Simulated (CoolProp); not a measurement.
Hexamethyldisiloxane (MM) along the isotherm 525 K: Z from the reference equation and from simpler models built on Tc = 518.7 K, pc = 1.931 MPa, ω = 0.418; each cubic takes its own stable root.

Computed with CoolProp (reference Helmholtz-energy equation of state, Thol 2016).

| p (MPa) | phase | reference | van der Waals | Redlich-Kwong | Soave-Redlich-Kwong | Peng-Robinson |
|---|---|---|---|---|---|---|
| 0.345 | gas | 0.9361 | 0.9461 | 0.9389 | 0.9395 | 0.9329 |
| 0.69 | gas | 0.8661 | 0.8864 | 0.8722 | 0.8736 | 0.8607 |
| 1.03 | gas | 0.7893 | 0.8193 | 0.7986 | 0.8011 | 0.7825 |
| 1.38 | gas | 0.6981 | 0.7366 | 0.7099 | 0.7142 | 0.6904 |
| 1.72 | gas | 0.5867 | 0.6286 | 0.5985 | 0.6069 | 0.5791 |
| 2.07 | supercritical | 0.3746 | 0.3374 | 0.3388 | 0.4018 | 0.3769 |
| 2.41 | supercritical | 0.2330 | 0.3220 | 0.2789 | 0.2883 | 0.2631 |
| 2.76 | supercritical | 0.2466 | 0.3435 | 0.2911 | 0.2972 | 0.2696 |
| 3.1 | supercritical | 0.2657 | 0.3692 | 0.3091 | 0.3140 | 0.2842 |
| 3.45 | supercritical | 0.2870 | 0.3972 | 0.3297 | 0.3340 | 0.3018 |
| 3.79 | supercritical | 0.3084 | 0.4251 | 0.3505 | 0.3544 | 0.3199 |
| 4.14 | supercritical | 0.3306 | 0.4541 | 0.3723 | 0.3760 | 0.3390 |
| 4.48 | supercritical | 0.3522 | 0.4823 | 0.3935 | 0.3971 | 0.3578 |
| 4.83 | supercritical | 0.3745 | 0.5114 | 0.4154 | 0.4188 | 0.3772 |
